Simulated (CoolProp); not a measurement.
Ammonia along the isotherm 464.8 K: fugacity coefficient from the reference equation and from simpler models built on Tc = 405.6 K, pc = 11360 kPa, ω = 0.256; each cubic takes its own stable root.

The numbers come from the reference Helmholtz-energy equation of state, Gao 2020 in CoolProp.

```json
[
 {"p (kPa)": "10000", "phase": "gas", "reference": "0.8115"},
 {"p (kPa)": "20000", "phase": "supercritical", "reference": "0.6432"},
 {"p (kPa)": "30000", "phase": "supercritical", "reference": "0.5161"},
 {"p (kPa)": "40000", "phase": "supercritical", "reference": "0.4405"},
 {"p (kPa)": "50000", "phase": "supercritical", "reference": "0.3946"},
 {"p (kPa)": "60000", "phase": "supercritical", "reference": "0.3652"},
 {"p (kPa)": "70000", "phase": "supercritical", "reference": "0.3457"},
 {"p (kPa)": "80000", "phase": "supercritical", "reference": "0.3328"},
 {"p (kPa)": "90000", "phase": "supercritical", "reference": "0.3245"},
 {"p (kPa)": "100000", "phase": "supercritical", "reference": "0.3195"}
]
```

How far does each simpler model (Soave-Redlich-Kwong, Peng-Robinson) lie from the reference over these 10 states: mean and median of the absolute difference, and the worst?


- Soave-Redlich-Kwong: mean 17.8 %, median 18.7 %, worst +32.4 % at 464.8 K and 100000 kPa
- Peng-Robinson: mean 7.5 %, median 8.0 %, worst +14.6 % at 464.8 K and 100000 kPa
